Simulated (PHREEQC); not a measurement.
Solution A (0.023 mol NaOH, 6.5e-06 mol CO2 and 0.00047 mol Na2CO3 per kg of water) is mixed with solution B (0.0027 mol/kgw HF, 0.0051 mol/kgw NH4F and 2.9e-07 mol/kgw H4SiO4) at 20 °C; shares are by mass of water, 1 kg in all. Oxygen alone is held at its pressure in air (log pO2 = -0.68). CO2 from the air is kept out. Solids allowed: SiO2(a). Others were left out.

The series has 11 steps of share of solution B, from 0 to 1.

The numbers come from PHREEQC with the ion-association model, phreeqc.dat.

Question: Between which two steps does the pH jump most, and from what to what?

Answer: Between share of solution B = 0.8 and 0.9: from 9.63 to 5.39.

Complexes and solids missing from the database can't appear. SiF6-2 is the database's only silicon fluoride.
